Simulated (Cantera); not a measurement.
Feed: 1 mol B₂O₃, 0.27 mol NH₃, at 3300 Pa.

These are equilibrium values from Cantera (NASA tables, ideal gas, pure condensed phases), not measurements of a reactor. Candidate condensed phases: B, BN, B₂O₃, B₃O₃H₃, H₂O; 39 gas species. The numbers say what is thermodynamically allowed, not how fast it happens.

At 2025 K, list the 5 most abundant gas species with their mole fractions, and the condensed phases.

B₂O₃ 0.525, H₂ 0.176, HBO₂ 0.115, N₂ 0.0867, HBO 0.0447. Condensed: gas only.
